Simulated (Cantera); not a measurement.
A perfectly stirred reactor is fed with CH4 : H2 = 1 : 74 (molar parts), at 20.0 Torr; it is held at 1600 K, and followed from long to short residence time.

Cantera simulation using GRI-Mech 3.0 (53 species, 325 reactions); the numbers are that mechanism's predictions, not measurements. GRI-Mech 3.0 stops at C3 and has no aromatics, soot or wall deposition, so with more carbon than oxygen in the feed, carbon stays in small species such as C2H2 where larger ones or solid carbon would form. Radical loss at walls, strong at low pressure, is not modelled.

**Question.** Predict: x(CH4) at τ = 3.90 s; x(H2) at τ = 3.90 s; x(CH2) at τ = 3.90 s; x(C2H4) at τ = 3.90 s; x(C2H6) at τ = 3.90 s; x(CH4) at τ = 29.0 ms; x(H2) at τ = 29.0 ms; x(CH2) at τ = 29.0 ms; x(C2H4) at τ = 29.0 ms; x(C2H6) at τ = 29.0 ms.

**Answer.** 
* **x(CH4) at τ = 3.90 s**: 0.00994
* **x(H2) at τ = 3.90 s**: 0.988
* **x(CH2) at τ = 3.90 s**: 1.77e-8
* **x(C2H4) at τ = 3.90 s**: 9.67e-6
* **x(C2H6) at τ = 3.90 s**: 2.29e-7
* **x(CH4) at τ = 29.0 ms**: 0.0133
* **x(H2) at τ = 29.0 ms**: 0.987
* **x(CH2) at τ = 29.0 ms**: 1.01e-9
* **x(C2H4) at τ = 29.0 ms**: 4.79e-7
* **x(C2H6) at τ = 29.0 ms**: 3.09e-8
